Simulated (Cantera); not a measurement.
What does this Cantera script print?

```python
import numpy as np
import cantera as ct

gas = ct.Solution("gri30.yaml")


def delay(T, t_max=10):
    gas.TPX = T, 210000, {'CH4': 1, 'C2H6': 0.14, 'C3H8': 0.7, 'O2': 9.98, 'N2': 30.9}
    reactor = ct.IdealGasReactor(gas, clone=False)
    net = ct.ReactorNet([reactor])
    net.rtol, net.atol = 1e-8, 1e-16
    while net.time < t_max:
        t_old, T_old = net.time, reactor.T
        net.step()
        if reactor.T > T + 400:  # ignition: a rise of 400 K
            return t_old + (T + 400 - T_old) / (reactor.T - T_old) * (net.time - t_old)
    return np.nan


taus = []
for T in [1325, 1400, 1475, 1550, 1625]:
    taus.append(delay(T))
    print(f"T0 = {T:6g} K   tau = {taus[-1]:.4e} s")

# d ln(tau) / d ln(k), from doubling and halving each rate constant
T, sens = 1325, []
for i in range(gas.n_reactions):
    gas.set_multiplier(2.0, i)
    up = delay(T)
    gas.set_multiplier(0.5, i)
    down = delay(T)
    gas.set_multiplier(1.0, i)
    sens.append((np.log(up / down) / np.log(4.0), gas.reaction(i).equation))
sens.sort(key=lambda x: -abs(x[0]))
print(f"sensitivities at {T} K")
for s, eq in sens[:10]:
    print(f"{s:8.3f}  {eq}")
```

Result:

```
T0 =   1325 K   tau = 3.4901e-04 s
T0 =   1400 K   tau = 1.3058e-04 s
T0 =   1475 K   tau = 5.7545e-05 s
T0 =   1550 K   tau = 2.9353e-05 s
T0 =   1625 K   tau = 1.6921e-05 s
sensitivities at 1325 K
  -0.465  C2H5 + CH3 (+M) <=> C3H8 (+M)
  -0.434  CH3 + HO2 <=> CH3O + OH
  -0.419  H + O2 <=> O + OH
   0.317  2 CH3 (+M) <=> C2H6 (+M)
   0.276  C3H8 + H <=> C3H7 + H2
   0.189  C3H8 + OH <=> C3H7 + H2O
  -0.163  C2H6 + OH <=> C2H5 + H2O
   0.151  CH4 + OH <=> CH3 + H2O
  -0.123  C2H4 + OH <=> C2H3 + H2O
  -0.112  C2H5 + O2 <=> C2H4 + HO2
```

Computed with Cantera and GRI-Mech 3.0 (53 species, 325 reactions). GRI-Mech 3.0 was tuned for natural gas; its chemistry of propane as a main component is partial and can be far from experiment.
